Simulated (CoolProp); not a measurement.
Vapour-liquid equilibrium of CHF3 (R23) (1) + R143a (2) at 0.017 MPa; x and y are mole fractions of (1).

Values from CoolProp's multi-fluid Helmholtz-energy mixture model, Penoncello 2003 and Lemmon and Jacobsen 2000; pair parameters Bell 2016.

| x | bubble temperature, mixture model (°C) | bubble temperature, Raoult's law (°C) | y, mixture model | y, Raoult's law |
|---|---|---|---|---|
| 0.05 | -82.2 | -82.9 | 0.246 | 0.283 |
| 0.125 | -86.8 | -87.6 | 0.502 | 0.532 |
| 0.2 | -90.7 | -91.3 | 0.664 | 0.676 |
| 0.275 | -94.0 | -94.2 | 0.768 | 0.767 |
| 0.35 | -96.7 | -96.6 | 0.835 | 0.829 |
| 0.425 | -98.9 | -98.6 | 0.880 | 0.873 |
| 0.5 | -100.8 | -100.4 | 0.912 | 0.905 |
| 0.575 | -102.3 | -101.9 | 0.935 | 0.930 |
| 0.65 | -103.6 | -103.2 | 0.952 | 0.949 |
| 0.725 | -104.8 | -104.5 | 0.965 | 0.964 |
| 0.8 | -105.8 | -105.6 | 0.976 | 0.976 |
| 0.875 | -106.6 | -106.6 | 0.985 | 0.987 |
| 0.95 | -107.5 | -107.5 | 0.994 | 0.995 |

The largest gap from Raoult's law is +0.8 K in bubble temperature, at x = 0.125. No azeotrope shows between x = 0.05 and 0.95.

The pair parameters rest on a limited set of measurements; away from them the model extrapolates. The gap from Raoult's law changes sign with composition, which may be real or a fault of the pair parameters; it wasn't checked against measurements.
